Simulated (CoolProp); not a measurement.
R245ca at several states: density (kg/m³) from the reference equation and from simpler models built on Tc = 174.4 °C, pc = 3.941 MPa, ω = 0.355; each cubic takes its own stable root.

Computed with CoolProp (reference Helmholtz-energy equation of state, Zhou 2016).

```csv
T (°C),p (MPa),phase,reference
152.95,0.0697,gas,2.657
131.15,0.0571,gas,2.294
11.95,10,liquid,1440
0.05,0.185,liquid,1449
-66.35,0.244,liquid,1602
```

Q: How far does each simpler model (van der Waals, Soave-Redlich-Kwong) lie from the reference over these 5 states: mean and median of the absolute difference, and the worst?

A: 
- van der Waals: mean 35.5 %, median 37.5 %, worst -99.2 % at 0.05 °C and 0.185 MPa
- Soave-Redlich-Kwong: mean 4.8 %, median 6.9 %, worst -9.3 % at -66.35 °C and 0.244 MPa

At some of these states van der Waals gives the other phase, because its saturation line lies elsewhere.
